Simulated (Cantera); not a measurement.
Input (Python, Cantera) and output of one run.

```python
import numpy as np
import cantera as ct

gas_names = """
    O2 B2O2 ZrO2 B2O3
""".split()
cond_names = """
    B(b) B(L) Zr(a) Zr(b) Zr(L)
""".split()


def load(file, names, dense=False):
    # The tables refer to 1 bar. Condensed volumes are neglected.
    table = {s.name: s for s in ct.Species.list_from_file(file)}
    out = []
    for n in names:
        d = dict(table[n].input_data)
        d["thermo"] = dict(d["thermo"], **{"reference-pressure": 1e5})
        if dense:
            d["equation-of-state"] = {"model": "constant-volume", "density": "1e6 g/cm^3"}
        out.append(ct.Species.from_dict(d))
    return out


species = {s.name: s for s in load("nasa_gas.yaml", gas_names) + load("nasa_condensed.yaml", cond_names)}
# Each term lists the table entries of one substance; the one whose range holds T is used.
reactions = {
    '2 B + O2(g) = B2O2(g)':
        [(-2, ['B(b)', 'B(L)']), (-1, ['O2']), (1, ['B2O2'])],
    'Zr + O2(g) = ZrO2(g)':
        [(-1, ['Zr(a)', 'Zr(b)', 'Zr(L)']), (-1, ['O2']), (1, ['ZrO2'])],
    '1.333 B + O2(g) = 0.6667 B2O3(g)':
        [(-1.3333333333333333, ['B(b)', 'B(L)']), (-1, ['O2']), (0.6666666666666666, ['B2O3'])],
}


def pick(names, T):
    return next(species[n] for n in names if species[n].thermo.min_temp <= T <= species[n].thermo.max_temp)


results = []
for label, terms in reactions.items():
    print(label)
    print("     T/K   dH/kJ  dS/(J/K)   dG/kJ   log10 K")
    for T in [1973, 2048, 2123, 2198, 2273, 2348, 2423, 2498, 2573]:
        used = [(nu, pick(names, T)) for nu, names in terms]
        dH = sum(nu * s.thermo.h(T) for nu, s in used) / 1e6
        dS = sum(nu * s.thermo.s(T) for nu, s in used) / 1e3
        dG = dH - T * dS / 1e3
        logK = -dG * 1e6 / (ct.gas_constant * T * np.log(10))
        results.append((label, T, dH, dS, dG, logK, [s.name for _, s in used]))
        print(f"{T:8g} {dH:8.1f} {dS:8.1f} {dG:8.1f} {logK:8.2f}")
```

Result:

```
2 B + O2(g) = B2O2(g)
     T/K   dH/kJ  dS/(J/K)   dG/kJ   log10 K
    1973   -467.5     17.2   -501.4    13.27
    2048   -468.4     16.7   -502.6    12.82
    2123   -469.4     16.3   -503.9    12.40
    2198   -470.4     15.8   -505.1    12.00
    2273   -471.4     15.3   -506.2    11.63
    2348   -472.5     14.9   -507.4    11.29
    2423   -574.2    -28.4   -505.4    10.89
    2498   -575.4    -28.9   -503.2    10.52
    2573   -576.7    -29.4   -501.0    10.17
Zr + O2(g) = ZrO2(g)
     T/K   dH/kJ  dS/(J/K)   dG/kJ   log10 K
    1973   -305.0     11.1   -326.8     8.65
    2048   -306.1     10.5   -327.6     8.36
    2123   -307.3     10.0   -328.4     8.08
    2198   -329.8     -0.7   -328.4     7.80
    2273   -331.5     -1.4   -328.3     7.54
    2348   -333.2     -2.1   -328.2     7.30
    2423   -334.9     -2.9   -328.0     7.07
    2498   -336.6     -3.6   -327.7     6.85
    2573   -338.4     -4.2   -327.5     6.65
1.333 B + O2(g) = 0.6667 B2O3(g)
     T/K   dH/kJ  dS/(J/K)   dG/kJ   log10 K
    1973   -564.9    -30.5   -504.7    13.36
    2048   -565.5    -30.8   -502.4    12.81
    2123   -566.1    -31.1   -500.1    12.30
    2198   -566.7    -31.3   -497.8    11.83
    2273   -567.3    -31.6   -495.4    11.38
    2348   -568.0    -31.9   -493.0    10.97
    2423   -635.7    -60.8   -488.5    10.53
    2498   -636.5    -61.1   -484.0    10.12
    2573   -637.4    -61.4   -479.4     9.73
```

Source: NASA polynomial tables (part measured, part estimated), evaluated in Cantera. Condensed species are held in their standard states even where they would react or evaporate.
